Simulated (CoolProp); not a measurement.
Saturation properties of R1234ze(E).

Model: reference Helmholtz-energy equation of state, Thol 2016, in CoolProp.

```tsv
T (K)	p (MPa)	vapour density (kg/m³)	enthalpy of vaporisation (kJ/kg)	vapour viscosity (µPa s)
236.8	0.04450	2.638	205.3	9.75
241.3	0.05582	3.261	202.9	9.94
245.8	0.06933	3.996	200.4	10.1
250.2	0.08494	4.834	197.9	10.3
254.7	0.1037	5.829	195.3	10.5
259.2	0.1255	6.979	192.7	10.7
263.6	0.1501	8.269	190.1	10.9
268.1	0.1791	9.775	187.3	11.1
272.5	0.2114	11.45	184.6	11.3
277	0.2490	13.39	181.7	11.5
```

It boils at 254.2 K under 1 atm.

Viscosity comes from a separate model (Bell 2016), an estimate that may be off by 10 % or more.
